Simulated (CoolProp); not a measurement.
Vapour-liquid equilibrium of propane (1) + isohexane (2) at 240 K; x and y are mole fractions of (1).

Model: multi-fluid Helmholtz-energy mixture model, Lemmon 2009 and Lemmon 2006; pair parameters Bell 2016, in CoolProp.

Problem. Give the bubble pressure and the first vapour's composition at x = 0.5, 0.8, 0.95. Is there an azeotrope?

Solution. x = 0.5: 0.07653 MPa, y = 0.991; x = 0.8: 0.1186 MPa, y = 0.997; x = 0.95: 0.1404 MPa, y = 0.999. No azeotrope shows between x = 0.05 and 0.95.

Pair parameters are fitted to limited data, so mixtures are less certain than the pure fluids.
